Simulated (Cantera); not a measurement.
An isothermal, constant-pressure homogeneous reactor starts with CH₄ : N₂ = 1 : 15 (molar parts), at 1825 K and 0.987 atm.

Cantera simulation using GRI-Mech 3.0 (53 species, 325 reactions); the numbers are that mechanism's predictions, not measurements. GRI-Mech 3.0 stops at C3 and has no aromatics, soot or wall deposition, so with more carbon than oxygen in the feed, carbon stays in small species such as C2H2 where larger ones or solid carbon would form.

x: mole fraction; the columns are a selection and need not sum to one.

| t (s) | x CH₄ | x H | x H₂ | x CH₃ | x CH₂ |
|---|---|---|---|---|---|
| 0.000200 | 0.0601 | 7.84e-6 | 0.00172 | 0.00109 | [?] |
| 0.000619 | 0.0484 | 3.64e-5 | 0.0149 | 0.00151 | [?] |
| 0.00192 | 0.0288 | 7.06e-5 | 0.0455 | 0.000820 | [?] |
| 0.00593 | 0.0135 | 9.91e-5 | 0.0686 | 0.000380 | [?] |
| 0.0184 | 0.00491 | 0.000119 | 0.0810 | 0.000143 | [?] |
| 0.0568 | 0.00160 | 0.000127 | 0.0858 | 4.76e-5 | [?] |
| 0.176 | 0.000533 | 0.000131 | 0.0873 | 1.60e-5 | [?] |
| 0.545 | 0.000245 | 0.000131 | 0.0878 | 7.37e-6 | [?] |
| 1.69 | 0.000213 | 0.000131 | 0.0878 | 6.41e-6 | 1.10e-8 |
| 5.22 | 0.000213 | 0.000131 | 0.0878 | 6.40e-6 | 1.10e-8 |
| 16.2 | 0.000212 | 0.000131 | 0.0878 | 6.39e-6 | 1.10e-8 |
| 50.0 | 0.000212 | 0.000131 | 0.0878 | 6.38e-6 | 1.10e-8 |

Problem. Some entries are withheld; supply them.

Solution. 
- 0.000200, x CH₂: 9.10e-7
- 0.000619, x CH₂: 2.01e-6
- 0.00192, x CH₂: 1.12e-6
- 0.00593, x CH₂: 5.63e-7
- 0.0184, x CH₂: 2.30e-7
- 0.0568, x CH₂: 7.99e-8
- 0.176, x CH₂: 2.73e-8
- 0.545, x CH₂: 1.27e-8
